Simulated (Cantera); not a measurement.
# Transport properties of process gases

Gas mixture: 100 % NO, at 5.00 bar, frozen composition.

Cantera's kinetic-theory transport with the Lennard-Jones parameters of GRI-Mech 3.0, ideal gas; thermal conductivity in the multicomponent form.

| T (K) | ρ (kg/m³) | cp (J/kg/K) | μ (µPa s) | λ (mW/m/K) | Pr | D (cm²/s) N2 | D (cm²/s) C2H2 | D (cm²/s) H2 |
|---|---|---|---|---|---|---|---|---|
| 400 | 4.51 | 998.6 | 23.1 | 32.5 | 0.711 | 0.0686 | 0.0559 | 0.257 |
| 500 | 3.61 | 1016 | 27.0 | 38.7 | 0.709 | 0.101 | 0.0829 | 0.373 |
| 600 | 3.01 | 1041 | 30.6 | 45.0 | 0.708 | 0.137 | 0.114 | 0.506 |
| 700 | 2.58 | 1067 | 34.0 | 51.2 | 0.708 | 0.178 | 0.148 | 0.654 |
| 800 | 2.26 | 1092 | 37.1 | 57.3 | 0.708 | 0.222 | 0.186 | 0.817 |
| 900 | 2.00 | 1114 | 40.1 | 63.1 | 0.707 | 0.271 | 0.227 | 0.993 |
| 1000 | 1.80 | 1133 | 42.9 | 68.8 | 0.707 | 0.323 | 0.271 | 1.18 |
D: mixture-averaged diffusion coefficient of that species in the mixture.
